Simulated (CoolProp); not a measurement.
Properties of n-undecane along the isobar 1.31 MPa.

Values from CoolProp's reference Helmholtz-energy equation of state, Aleksandrov 2011. It is a short technical equation, of lower accuracy than the large ones.

| T (K) | phase | density (kg/m³) | Joule-Thomson coefficient (K/MPa) | isothermal compressibility (1/MPa) |
|---|---|---|---|---|
| 263.5 | liquid | 763.9 | -0.4540 | 0.0008081 |
| 305.9 | liquid | 731.5 | -0.4177 | 0.001083 |
| 348.3 | liquid | 699.5 | -0.3724 | 0.001468 |
| 390.7 | liquid | 667.0 | -0.3186 | 0.002031 |
| 433.1 | liquid | 633.1 | -0.2521 | 0.002911 |
| 475.5 | liquid | 596.5 | -0.1613 | 0.004415 |
| 517.9 | liquid | 555.6 | -0.01627 | 0.007363 |
| 560.3 | liquid | 506.1 | 0.2817 | 0.01481 |
| 602.7 | liquid | 434.1 | 1.428 | 0.05347 |
